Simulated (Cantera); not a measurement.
An isothermal, constant-pressure homogeneous reactor starts with CH4 : N2 = 1 : 500 (molar parts), at 2023 K and 10.00 Torr.

Model: GRI-Mech 3.0 (53 species, 325 reactions), integrated in Cantera. GRI-Mech 3.0 stops at C3 and has no aromatics, soot or wall deposition, so with more carbon than oxygen in the feed, carbon stays in small species such as C2H2 where larger ones or solid carbon would form. Radical loss at walls, strong at low pressure, is not modelled.

x: mole fraction; the columns are a selection and need not sum to one.

```json
[
 {"t (s)": "8.00e-6", "x CH4": "0.00200", "x CH2": "<1e-12", "x CH3": "1.25e-7", "x C2H2": "<1e-12", "x HCN": "<1e-12", "x H": "1.23e-7", "x C2H": "<1e-12"},
 {"t (s)": "3.60e-5", "x CH4": "0.00200", "x CH2": "2.39e-12", "x CH3": "5.73e-7", "x C2H2": "<1e-12", "x HCN": "<1e-12", "x H": "5.42e-7", "x C2H": "<1e-12"},
 {"t (s)": "0.000162", "x CH4": "0.00199", "x CH2": "1.49e-10", "x CH3": "2.80e-6", "x C2H2": "<1e-12", "x HCN": "1.52e-12", "x H": "2.21e-6", "x C2H": "<1e-12"},
 {"t (s)": "0.000727", "x CH4": "0.00198", "x CH2": "1.05e-8", "x CH3": "1.58e-5", "x C2H2": "2.01e-10", "x HCN": "8.43e-11", "x H": "6.66e-6", "x C2H": "<1e-12"},
 {"t (s)": "0.00327", "x CH4": "0.00191", "x CH2": "3.38e-7", "x CH3": "8.81e-5", "x C2H2": "1.38e-7", "x HCN": "9.54e-9", "x H": "1.01e-5", "x C2H": "4.30e-11"},
 {"t (s)": "0.0147", "x CH4": "(withheld)", "x CH2": "(withheld)", "x CH3": "(withheld)", "x C2H2": "(withheld)", "x HCN": "(withheld)", "x H": "(withheld)", "x C2H": "(withheld)"},
 {"t (s)": "0.0660", "x CH4": "(withheld)", "x CH2": "(withheld)", "x CH3": "(withheld)", "x C2H2": "(withheld)", "x HCN": "(withheld)", "x H": "(withheld)", "x C2H": "(withheld)"},
 {"t (s)": "0.297", "x CH4": "1.04e-5", "x CH2": "3.72e-7", "x CH3": "8.46e-6", "x C2H2": "0.000914", "x HCN": "0.000142", "x H": "0.000123", "x C2H": "7.81e-7"},
 {"t (s)": "1.33", "x CH4": "9.53e-8", "x CH2": "7.35e-9", "x CH3": "1.01e-7", "x C2H2": "0.000916", "x HCN": "0.000158", "x H": "0.000149", "x C2H": "9.47e-7"},
 {"t (s)": "6.00", "x CH4": "9.09e-9", "x CH2": "1.75e-9", "x CH3": "1.56e-8", "x C2H2": "0.000915", "x HCN": "0.000158", "x H": "0.000242", "x C2H": "1.56e-6"}
]
```

**Question.** Complete the blanks.

**Answer.** 
- 0.0147, x CH4: 0.00151
- 0.0147, x CH2: 2.60e-6
- 0.0147, x CH3: 0.000335
- 0.0147, x C2H2: 4.10e-5
- 0.0147, x HCN: 1.09e-6
- 0.0147, x H: 2.68e-5
- 0.0147, x C2H: 5.16e-8
- 0.0660, x CH4: 0.000275
- 0.0660, x CH2: 3.71e-6
- 0.0660, x CH3: 0.000163
- 0.0660, x C2H2: 0.000737
- 0.0660, x HCN: 4.81e-5
- 0.0660, x H: 9.33e-5
- 0.0660, x C2H: 5.91e-7
